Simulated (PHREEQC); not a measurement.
Alkaline etch or developer

Consider water at 25 °C with 0.017 mol KOH per kg of water. Closed to the air; pH follows from the charge balance.

Computed with PHREEQC (ion-association model, phreeqc.dat).

```json
{
  "pH": "12.17",
  "ionic_strength": "0.0170 mol/kgw",
  "specific_conductance": "4220 µS/cm",
  "total_alkalinity": "17.0 meq/kg"
}
```

```json
[
 {"species": "OH-", "molality": "0.0170", "activity": "0.0149", "log γ": "-0.058"},
 {"species": "K+", "molality": "0.0170", "activity": "0.0149", "log γ": "-0.058"}
]
```

This is a speciation only: nothing precipitates in the calculation.
